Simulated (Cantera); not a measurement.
**Zr + O2 + N2 (tantalum, niobium, vanadium and zirconium in process gases)**

Feed: 1 mol Zr, a varied amount of O2, 2.1 mol N2, equilibrated at 800 °C and 0.133 bar.

These are equilibrium values from Cantera (NASA tables, ideal gas, pure condensed phases), not measurements of a reactor. Candidate condensed phases: Zr, ZrN, ZrO2; 13 gas species. Mutual solubility and eutectic melting of coexisting phases are not modelled. ZrN: taken at fixed stoichiometry. Condensed phases not in the tables: solid solutions among these carbides, nitrides and lower oxides. Equilibrium is a limit: real reactors are often held back by kinetics, nucleation or transport.

```
n(O2) (mol)  log p N2  log p O2  log p NO  log p NO2  log p N2O  n ZrN(s)  n ZrO2(monoclinic)
-----------  --------  --------  --------  ---------  ---------  --------  ------------------
0.083           -0.88      <-12      <-12       <-12       <-12     0.917              0.0830
0.13            -0.88      <-12      <-12       <-12       <-12     0.870               0.130
0.21            -0.88      <-12      <-12       <-12       <-12     0.790               0.210
0.33            -0.88      <-12      <-12       <-12       <-12     0.670               0.330
0.52            -0.88      <-12      <-12       <-12       <-12     0.480               0.520
0.83            -0.88      <-12      <-12       <-12       <-12     0.170               0.830
1.3             -0.93     -1.78     -5.14      -7.17      -9.67         0                1.00
```
log p: log10 of the partial pressure in bar; n: condensed amount in mol.

From 0.083 mol O2 to 0.83 mol O2 the condensed part is ZrN(s) + ZrO2(monoclinic). At 1.3 mol O2 the condensed part is ZrO2(monoclinic).
